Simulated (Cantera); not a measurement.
An isothermal, constant-pressure homogeneous reactor starts with H2 : O2 : N2 = 1 : 1 : 0.65 (molar parts), equivalence ratio 0.50, at 823 K and 100.0 Torr. Integrator tolerance rtol = 1e-08.

Computed with Cantera and GRI-Mech 3.0 (53 species, 325 reactions). Radical loss at walls, strong at low pressure, is not modelled. Below about 950 K walls govern HO2 and H2O2 in real vessels. The temperature is held fixed by assumption; the heat of reaction is taken as removed at once.

```tsv
quantity	before	after
x(H2) at 4.00 s	0.226 (gas-phase equilibrium <1e-12)	0.387 (gas-phase equilibrium 0.0364)
x(O2) at 4.00 s	0.319 (gas-phase equilibrium 0.233)	0.178 (gas-phase equilibrium <1e-12)
x(H2O2) at 4.00 s	0.000335 (gas-phase equilibrium 1.48e-11)	0.000272 (gas-phase equilibrium <1e-12)
x(NO2) at 4.00 s	8.05e-9 (gas-phase equilibrium 1.78e-7)	6.56e-9 (gas-phase equilibrium <1e-12)
x(H) at 4.00 s	1.87e-8 (gas-phase equilibrium <1e-12)	2.46e-8 (gas-phase equilibrium 3.86e-12)
```

Task: Which change was made?
A. H2 1 to 2.1 parts
B. pressure from 100.0 Torr to 0.270 bar
C. temperature 823 to 1275 K
D. temperature 823 to 775 K

Result: A, H2 1 to 2.1 parts
